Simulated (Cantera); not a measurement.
**Adiabatic ignition**

An adiabatic, constant-volume homogeneous reactor starts with C2H4 : O2 : N2 : CO2 = 1 : 4.84 : 18.2 : 2.7 (molar parts), equivalence ratio 0.62, at 1375 K and 0.326 atm.

Cantera simulation using GRI-Mech 3.0 (53 species, 325 reactions); the numbers are that mechanism's predictions, not measurements. GRI-Mech 3.0 was tuned for natural gas; its chemistry of ethylene as a main component is partial and can be far from experiment.

```csv
t (s),T (K),P (bar),x C2H4,x O2,x CO2,x CH4,x C2H,x C2H2
6.00e-6,1375,0.330,0.0374,0.181,0.101,<1e-12,<1e-12,1.32e-7
1.27e-5,1375,0.330,0.0374,0.181,0.101,1.96e-12,<1e-12,2.79e-7
2.68e-5,1375,0.330,0.0374,0.181,0.101,2.73e-11,<1e-12,5.89e-7
5.65e-5,1375,0.330,0.0374,0.181,0.101,8.17e-10,<1e-12,1.25e-6
0.000119,1375,0.330,0.0373,0.181,0.101,3.14e-7,3.80e-12,4.96e-6
0.000252,2140,0.538,<1e-12,0.0846,0.116,<1e-12,<1e-12,<1e-12
0.000533,2279,0.568,<1e-12,0.0820,0.126,<1e-12,<1e-12,<1e-12
0.00113,2424,0.598,<1e-12,0.0791,0.136,<1e-12,<1e-12,<1e-12
0.00238,2509,0.616,<1e-12,0.0766,0.143,<1e-12,<1e-12,<1e-12
0.00502,2518,0.618,<1e-12,0.0754,0.145,<1e-12,<1e-12,<1e-12
0.0106,2514,0.616,<1e-12,0.0739,0.145,<1e-12,<1e-12,<1e-12
0.0224,2510,0.615,<1e-12,0.0721,0.145,<1e-12,<1e-12,<1e-12
0.0473,2507,0.614,<1e-12,0.0710,0.145,<1e-12,<1e-12,<1e-12
0.100,2506,0.614,<1e-12,0.0708,0.145,<1e-12,<1e-12,<1e-12
```
x: mole fraction; the columns are a selection and need not sum to one.

The time of steepest temperature rise is 0.198 ms, the temperature at 0.100 s is 2506 K and the equilibrium temperature is 2506 K. The x(C2H4) at 0.100 s is <1e-12 (gas-phase equilibrium <1e-12). The x(O2) at 0.100 s comes out as 0.0708 (gas-phase equilibrium 0.0708) and the x(CO2) at 0.100 s comes out as 0.145 (gas-phase equilibrium 0.145).
